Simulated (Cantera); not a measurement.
Charge: 1 mol SiH2Cl2, 2.8 mol H2, at 1852 °C and 0.133 bar.

Cantera equilibrium calculation (NASA polynomials, part measured and part estimated; ideal gas, pure solids and liquids). Candidate condensed phases: Si; 19 gas species. The tables' values for SiCl, SiCl3 are old estimates; treat these amounts as uncertain. Gases not in the tables: Si2H6 and higher silanes. Equilibrium is a limit: real reactors are often held back by kinetics, nucleation or transport.

Base state: H2 0.687, HCl 0.189, SiCl2 0.108, H 0.00825, SiCl 0.00183, Cl 0.00166, SiCl3 0.00137, Si 0.00130 (mole fractions); condensed: Si(l).

Task: What changes in the equilibrium state with this change: temperature from 1852 °C to 1225 °C?

Result: 
```csv
species,before,after
H2,0.687,0.731
HCl,0.189,0.147
SiCl2,0.108,0.0949
SiCl3,0.00137,0.0150
Si2,1.79e-5,<1e-9
Si,0.00130,7.53e-8
SiH,0.000203,7.60e-8
"Si(l), mol",0.452,0
"Si(s), mol",0,0.427
```
The tables' values for SiCl3 are old estimates; treat these amounts as uncertain.

Task: What changes in the equilibrium state with this change: pressure from 0.133 bar to 0.0100 bar?

Result: 
| species | before | after |
|---|---|---|
| H2 | 0.687 | 0.656 |
| HCl | 0.189 | 0.180 |
| SiCl2 | 0.108 | 0.103 |
| H | 0.00825 | 0.0294 |
| Si | 0.00130 | 0.0174 |
| SiCl4 | 1.67e-5 | 1.14e-6 |
| SiHCl3 | 2.99e-5 | 2.04e-6 |
| SiH2Cl2 | 1.07e-5 | 7.31e-7 |
| Si(l), mol | 0.452 | 0.356 |

Task: What changes in the equilibrium state with this change: H2 from 2.8 to 300 mol?

Result: 
```
species      before    after
----------  -------  -------
H2            0.687    0.982
H           0.00825  0.00985
HCl           0.189  0.00631
SiCl2         0.108  8.46e-5
Si          0.00130  0.00130
SiCl3       0.00137  2.99e-8
SiHCl3      2.99e-5    <1e-9
SiCl4       1.67e-5    <1e-9
SiH2Cl2     1.07e-5  1.19e-8
SiCl        0.00183  5.11e-5
Si(l), mol    0.452    0.413
```
The tables' values for SiCl are old estimates; treat these amounts as uncertain.
